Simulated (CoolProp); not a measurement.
Model: reference Helmholtz-energy equation of state, Outcalt 1996, in CoolProp. It is a modified Benedict-Webb-Rubin equation, recast in Helmholtz form.

Question: Give the vapour pressure (bar), liquid density (kg/m³), enthalpy of vaporisation (kJ/kg), surface tension (mN/m) of saturated R152A at 323.2, 354.7, 358.7 K.

Answer: 
```csv
T (K),p (bar),liquid density (kg/m³),enthalpy of vaporisation (kJ/kg),surface tension (mN/m)
323.2,11.8,831,245,6.48
354.7,24.2,718,187,2.81
358.7,26.3,700,177,2.39
```

Surface tension comes from a separate correlation (Mulero 2012).
